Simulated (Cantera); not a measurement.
Feed: 1 mol Mg(OH)2, 0.12 mol H2, 3 mol H2O, equilibrated at 0.00180 bar.

Equilibrium computed with Cantera from the NASA thermochemical tables; the gas is ideal and each condensed phase is pure. Candidate condensed phases: H2O, Mg, MgO, Mg(OH)2; 15 gas species. Rates play no part. All values below are at 1748 K.

Base state: H2O 0.966, H2 0.0307, OH 0.00173, H 0.000943, O2 0.000589, O 4.20e-5 (mole fractions); condensed: MgO(s).

### Question
What changes in the equilibrium state with this change: Mg(OH)2 replaced by LiOH?

### Answer
```json
[
 {"species": "H2O", "before": "0.966", "after": "0.729"},
 {"species": "LiOH", "before": "0", "after": "0.234"},
 {"species": "H2", "before": "0.0307", "after": "0.0266"},
 {"species": "Li", "before": "0", "after": "0.00709"},
 {"species": "Li2O", "before": "0", "after": "0.000287"},
 {"species": "LiO", "before": "0", "after": "2.47e-5"},
 {"species": "MgO(s), mol", "before": "1.000", "after": "0"}
]
```
Further candidate phases: Li, LiH, LiOH, Li2O.
